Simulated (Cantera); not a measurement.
**Adiabatic ignition**

An adiabatic, constant-pressure homogeneous reactor starts with H2 : O2 : N2 : NO = 1 : 0.649 : 2.44 : 0.0043 (molar parts), at 1500 K and 110000 Pa.

Computed with Cantera and GRI-Mech 3.0 (53 species, 325 reactions).

```csv
t (s),T (K),x H2,x O2,x OH,x HO2,x H
4.00e-6,1500,0.244,0.159,2.80e-6,1.60e-6,1.82e-5
9.49e-6,1511,0.226,0.150,0.00165,4.60e-5,0.0102
2.25e-5,2050,0.0411,0.0520,0.0273,1.84e-5,0.0607
5.33e-5,2441,0.0346,0.0458,0.0333,9.77e-6,0.0305
0.000126,2710,0.0251,0.0418,0.0324,1.06e-5,0.0144
0.000300,2778,0.0219,0.0403,0.0309,1.22e-5,0.0109
0.000711,2776,0.0219,0.0391,0.0305,1.19e-5,0.0107
0.00169,2772,0.0221,0.0374,0.0298,1.14e-5,0.0106
0.00400,2770,0.0222,0.0362,0.0294,1.11e-5,0.0105
0.00949,2769,0.0222,0.0361,0.0294,1.11e-5,0.0105
0.0225,2769,0.0222,0.0361,0.0294,1.11e-5,0.0105
0.0533,2769,0.0222,0.0361,0.0294,1.11e-5,0.0105
0.127,2769,0.0222,0.0361,0.0294,1.11e-5,0.0105
0.300,2769,0.0222,0.0361,0.0294,1.11e-5,0.0105
```
x: mole fraction; the columns are a selection and need not sum to one.

```
Quantity                                                           Value
---------------------------------  -------------------------------------
time of steepest temperature rise                                12.1 µs
temperature at 0.300 s                                            2769 K
equilibrium temperature                                           2769 K
x(H2) at 0.300 s                   0.0222 (gas-phase equilibrium 0.0222)
x(O2) at 0.300 s                   0.0361 (gas-phase equilibrium 0.0361)
x(OH) at 0.300 s                   0.0294 (gas-phase equilibrium 0.0294)
```
